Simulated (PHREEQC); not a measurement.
Solution (20 °C): 16 mmol/kgw ZnSO4. Closed to the air; pH follows from the charge balance.

Computed with PHREEQC (ion-association model, wateq4f.dat).

This is a speciation only: nothing precipitates in the calculation.

Q: Predict the pH, ionic strength.

A: pH 5.77; ionic strength 0.0403 mol/kgw.

Q: In which forms is S present?

A: SO4-2 60 %, ZnSO4 34 %, Zn(SO4)2-2 5.7 % of the S.

Species that the database lacks are ignored.
